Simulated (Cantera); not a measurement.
A freely propagating, adiabatic, planar premixed flame of H2 : O2 : N2 : H2O = 0.79 : 0.568 : 2.14 : 0.4 (molar parts), equivalence ratio 0.70, unburnt at 675 K and 825 Torr; mixture-averaged transport, grid criteria slope 0.08 and curve 0.16, no radiation.

Detailed kinetics in Cantera: the H2/O2 subset of GRI-Mech 3.0, which has no nitrogen chemistry. Burning velocities carry a grid error of a few per cent, more on coarse grids. Lean hydrogen flames are cellular in practice and burn faster than this planar one.

x: mole fraction of selected species; z is measured from the peak of heat release.

| z (mm) | T (K) | u (m/s) | x H2 | x O2 | x H2O | x H | x H2O2 | x O |
|---|---|---|---|---|---|---|---|---|
| -1.13 | 675 | 5.27 | 0.203 | 0.146 | 0.103 | <1e-8 | <1e-8 | <1e-8 |
| -0.754 | 675 | 5.27 | 0.203 | 0.146 | 0.103 | <1e-8 | <1e-8 | <1e-8 |
| -0.566 | 675 | 5.27 | 0.203 | 0.146 | 0.103 | <1e-8 | <1e-8 | <1e-8 |
| -0.377 | 675 | 5.27 | 0.202 | 0.146 | 0.103 | 4.02e-8 | 2.13e-8 | 1.42e-8 |
| -0.189 | 700 | 5.40 | 0.190 | 0.147 | 0.106 | 9.55e-5 | 8.82e-6 | 1.07e-5 |
| -0.0943 | 879 | 6.61 | 0.158 | 0.142 | 0.128 | 0.00232 | 2.40e-5 | 0.000293 |
| 0 | 1218 | 8.95 | 0.0938 | 0.115 | 0.191 | 0.0127 | 1.10e-5 | 0.00313 |
| 0.0943 | 1481 | 10.8 | 0.0418 | 0.0781 | 0.256 | 0.0203 | 5.26e-6 | 0.00739 |
| 0.189 | 1624 | 11.7 | 0.0246 | 0.0627 | 0.282 | 0.0184 | 3.07e-6 | 0.00847 |
| 0.377 | 1769 | 12.7 | [?] | 0.0560 | 0.298 | [?] | [?] | [?] |
| 0.754 | 1894 | 13.5 | 0.0123 | 0.0528 | 0.310 | 0.00592 | 8.72e-7 | 0.00462 |
| 1.51 | 1988 | 14.1 | 0.00723 | 0.0509 | 0.321 | 0.00238 | 5.34e-7 | 0.00256 |
| 3.02 | 2047 | 14.4 | [?] | 0.0500 | 0.328 | [?] | [?] | [?] |

Q: What belongs in the gaps?

A: 
- 0.377, x H2: 0.0174
- 0.377, x H: 0.0118
- 0.377, x H2O2: 1.58e-6
- 0.377, x O: 0.00703
- 3.02, x H2: 0.00356
- 3.02, x H: 0.000766
- 3.02, x H2O2: 3.42e-7
- 3.02, x O: 0.00122
